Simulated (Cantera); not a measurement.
An isothermal, constant-pressure homogeneous reactor starts with 45.5 % C3H8, 54.5 % H2, at 1925 K and 0.0267 bar.

Computed with Cantera and GRI-Mech 3.0 (53 species, 325 reactions). GRI-Mech 3.0 was tuned for natural gas; its chemistry of propane as a main component is partial and can be far from experiment. GRI-Mech 3.0 stops at C3 and has no aromatics, soot or wall deposition, so with more carbon than oxygen in the feed, carbon stays in small species such as C2H2 where larger ones or solid carbon would form. Radical loss at walls, strong at low pressure, is not modelled.

x: mole fraction; the columns are a selection and need not sum to one.

```json
[
 {"t (s)": "0.000300", "x C3H8": "1.51e-6", "x H2": "0.541", "x CH4": "0.172", "x CH2": "4.94e-5", "x C2H": "(withheld)", "x CH3": "0.0246", "x H": "0.00411"},
 {"t (s)": "0.000976", "x C3H8": "2.26e-7", "x H2": "0.586", "x CH4": "0.143", "x CH2": "2.10e-5", "x C2H": "(withheld)", "x CH3": "0.0114", "x H": "0.00247"},
 {"t (s)": "0.00318", "x C3H8": "6.37e-8", "x H2": "0.621", "x CH4": "0.105", "x CH2": "1.43e-5", "x C2H": "(withheld)", "x CH3": "0.00735", "x H": "0.00225"},
 {"t (s)": "0.0103", "x C3H8": "1.14e-8", "x H2": "0.661", "x CH4": "0.0569", "x CH2": "1.08e-5", "x C2H": "(withheld)", "x CH3": "0.00428", "x H": "0.00254"},
 {"t (s)": "0.0337", "x C3H8": "6.20e-10", "x H2": "0.693", "x CH4": "0.0190", "x CH2": "7.10e-6", "x C2H": "(withheld)", "x CH3": "0.00175", "x H": "0.00323"},
 {"t (s)": "0.110", "x C3H8": "8.58e-12", "x H2": "0.704", "x CH4": "0.00378", "x CH2": "3.24e-6", "x C2H": "(withheld)", "x CH3": "0.000470", "x H": "0.00441"},
 {"t (s)": "0.357", "x C3H8": "<1e-12", "x H2": "0.707", "x CH4": "0.000759", "x CH2": "8.80e-7", "x C2H": "2.87e-5", "x CH3": "0.000105", "x H": "0.00492"},
 {"t (s)": "1.16", "x C3H8": "<1e-12", "x H2": "0.707", "x CH4": "0.000261", "x CH2": "3.14e-7", "x C2H": "2.89e-5", "x CH3": "3.65e-5", "x H": "0.00496"},
 {"t (s)": "3.78", "x C3H8": "<1e-12", "x H2": "0.707", "x CH4": "0.000207", "x CH2": "2.49e-7", "x C2H": "2.89e-5", "x CH3": "2.88e-5", "x H": "0.00496"},
 {"t (s)": "12.3", "x C3H8": "<1e-12", "x H2": "0.707", "x CH4": "0.000206", "x CH2": "2.49e-7", "x C2H": "2.89e-5", "x CH3": "2.88e-5", "x H": "0.00496"},
 {"t (s)": "40.0", "x C3H8": "<1e-12", "x H2": "0.707", "x CH4": "0.000206", "x CH2": "2.49e-7", "x C2H": "2.89e-5", "x CH3": "2.88e-5", "x H": "0.00496"}
]
```

Q: Fill in the missing entries.

A: 
- 0.000300, x C2H: 2.24e-5
- 0.000976, x C2H: 1.48e-5
- 0.00318, x C2H: 1.35e-5
- 0.0103, x C2H: 1.51e-5
- 0.0337, x C2H: 1.89e-5
- 0.110, x C2H: 2.57e-5
